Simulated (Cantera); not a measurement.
An isothermal, constant-pressure homogeneous reactor starts with H2 : O2 = 0.0051 : 1 (molar parts), equivalence ratio 0.0026, at 973 K and 0.00880 bar.

Cantera simulation using GRI-Mech 3.0 (53 species, 325 reactions); the numbers are that mechanism's predictions, not measurements. Radical loss at walls, strong at low pressure, is not modelled.

x: mole fraction; the columns are a selection and need not sum to one.

| t (s) | x H2 | x O2 | x H2O | x O | x H2O2 | x H |
|---|---|---|---|---|---|---|
| 9.00e-6 | 0.00507 | 0.995 | <1e-12 | <1e-12 | <1e-12 | <1e-12 |
| 3.21e-5 | 0.00507 | 0.995 | <1e-12 | <1e-12 | <1e-12 | <1e-12 |
| 0.000115 | 0.00507 | 0.995 | <1e-12 | <1e-12 | <1e-12 | 1.38e-12 |
| 0.000408 | 0.00507 | 0.995 | <1e-12 | 3.29e-12 | <1e-12 | 3.16e-12 |
| 0.00146 | 0.00507 | 0.995 | 7.39e-12 | 2.30e-11 | <1e-12 | 6.19e-12 |
| 0.00520 | 0.00507 | 0.995 | 1.60e-10 | 2.10e-10 | <1e-12 | 2.55e-11 |
| 0.0185 | 0.00507 | 0.995 | 1.92e-8 | 1.75e-8 | <1e-12 | 1.70e-9 |
| 0.0661 | 0.00141 | 0.992 | 0.00317 | 0.00235 | [?] | 0.000441 |
| 0.236 | 8.38e-6 | 0.993 | 0.00498 | 0.00179 | [?] | 6.49e-5 |
| 0.841 | 1.90e-6 | 0.994 | 0.00505 | 0.000434 | [?] | 7.59e-6 |
| 3.00 | 2.23e-7 | 0.995 | 0.00508 | 5.55e-5 | [?] | 3.47e-7 |

**Question.** What belongs in the gaps?

**Answer.** 
- 0.0661, x H2O2: 7.26e-8
- 0.236, x H2O2: 6.13e-9
- 0.841, x H2O2: 5.54e-9
- 3.00, x H2O2: 4.05e-9
